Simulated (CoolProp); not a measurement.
Vapour-liquid equilibrium of benzene (1) + m-xylene (2) at 0.704 MPa; x and y are mole fractions of (1).

Computed with CoolProp (multi-fluid Helmholtz-energy mixture model, Thol 2012 and Zhou 2012; pair parameters Bell 2016).

| x | bubble temperature (K) | y at the bubble point | dew temperature at overall composition x (K) | liquid density (mol/L) |
|---|---|---|---|---|
| 0.05 | 497.3 | 0.120 | 500.5 | 6.290 |
| 0.125 | 489.7 | 0.276 | 497.1 | 6.496 |
| 0.2 | 482.6 | 0.406 | 493.5 | 6.702 |
| 0.275 | 476.2 | 0.515 | 489.7 | 6.910 |
| 0.35 | 470.2 | 0.606 | 485.7 | 7.121 |
| 0.425 | 464.6 | 0.684 | 481.6 | 7.335 |
| 0.5 | 459.5 | 0.749 | 477.1 | 7.553 |
| 0.575 | 454.6 | 0.805 | 472.3 | 7.776 |
| 0.65 | 450.2 | 0.852 | 467.1 | 8.006 |
| 0.725 | 446.0 | 0.893 | 461.4 | 8.242 |
| 0.8 | 442.0 | 0.928 | 455.1 | 8.485 |
| 0.875 | 438.3 | 0.958 | 447.9 | 8.737 |
| 0.95 | 434.9 | 0.985 | 439.4 | 8.997 |

No azeotrope shows between x = 0.05 and 0.95.

Pair parameters are fitted to limited data, so mixtures are less certain than the pure fluids.
